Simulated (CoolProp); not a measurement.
R134a at several states: Z from the reference equation and from simpler models built on Tc = 101.1 °C, pc = 4.059 MPa, ω = 0.327; each cubic takes its own stable root.

Model: reference Helmholtz-energy equation of state, Tillner-Roth 1994, in CoolProp.

```csv
T (°C),p (MPa),phase,reference
-96.25,0.236,liquid,0.01041
-91.55,1.31,liquid,0.05668
25.25,15.2,liquid,0.4911
9.25,2.03,liquid,0.06942
```

How far does each simpler model (van der Waals, Redlich-Kwong, Soave-Redlich-Kwong, Peng-Robinson) lie from the reference over these 4 states: mean and median of the absolute difference, and the worst?


- van der Waals: mean 72.0 %, median 75.3 %, worst +77.4 % at -96.25 °C and 0.236 MPa
- Redlich-Kwong: mean 19.2 %, median 19.3 %, worst +21.5 % at 9.25 °C and 2.03 MPa
- Soave-Redlich-Kwong: mean 15.1 %, median 15.6 %, worst +16.3 % at -96.25 °C and 0.236 MPa
- Peng-Robinson: mean 2.2 %, median 2.4 %, worst +3.6 % at -96.25 °C and 0.236 MPa
